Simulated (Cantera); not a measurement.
An isothermal, constant-pressure homogeneous reactor starts with 12.2 % CH₄, 87.8 % H₂, at 1673 K and 78.0 Pa.

Cantera simulation using GRI-Mech 3.0 (53 species, 325 reactions); the numbers are that mechanism's predictions, not measurements. GRI-Mech 3.0 stops at C3 and has no aromatics, soot or wall deposition, so with more carbon than oxygen in the feed, carbon stays in small species such as C2H2 where larger ones or solid carbon would form. Radical loss at walls, strong at low pressure, is not modelled.

x: mole fraction; the columns are a selection and need not sum to one.

```csv
t (s),x CH₄,x H₂,x C₂H₂,x C₂H₆,x H
0.000400,0.122,0.878,<1e-12,<1e-12,4.38e-7
0.000972,0.122,0.878,<1e-12,<1e-12,8.99e-7
0.00236,0.122,0.878,<1e-12,6.74e-12,1.94e-6
0.00574,0.122,0.878,1.37e-12,1.15e-10,4.48e-6
0.0139,0.122,0.878,5.82e-11,1.55e-9,1.06e-5
0.0339,0.122,0.878,2.32e-9,1.64e-8,2.56e-5
0.0823,0.122,0.878,___,___,___
0.200,0.121,0.878,4.38e-6,8.35e-7,0.000152
0.486,0.120,0.878,0.000200,4.39e-6,0.000386
1.18,0.107,0.884,0.00480,1.22e-5,0.000885
2.87,0.0701,0.905,0.0217,7.24e-6,0.00114
6.97,0.0346,0.925,0.0383,2.08e-6,0.00133
16.9,0.0127,0.937,0.0484,3.65e-7,0.00170
41.2,___,0.941,0.0527,___,___
100,0.000681,0.942,0.0539,2.02e-9,0.00353
```

Q: Some entries are withheld; supply them.

A: 
- 0.0823, x C₂H₂: 9.66e-8
- 0.0823, x C₂H₆: 1.32e-7
- 0.0823, x H: 6.20e-5
- 41.2, x CH₄: 0.00332
- 41.2, x C₂H₆: 3.57e-8
- 41.2, x H: 0.00246
